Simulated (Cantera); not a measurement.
Input: 1 mol Cr, 0.59 mol N₂, held at 1573 K and 100000 Pa.

Method: chemical equilibrium by Gibbs-energy minimisation in Cantera with the NASA 1993 tables (ideal gas, pure condensed phases). Candidate condensed phases: Cr, CrN, Cr₂N; 4 gas species. Rates play no part.

**Question.** What is the equilibrium state?

**Answer.** 
| Item | Result |
|---|---|
| x(N₂) | 1.000 |
| x(Cr) | 1.38e-6 |
| n(Cr₂N(s)) | 0.500 mol |
| gas amount | 0.3400 mol |
| log10 activity of Cr(s) (absent) | -0.23 |
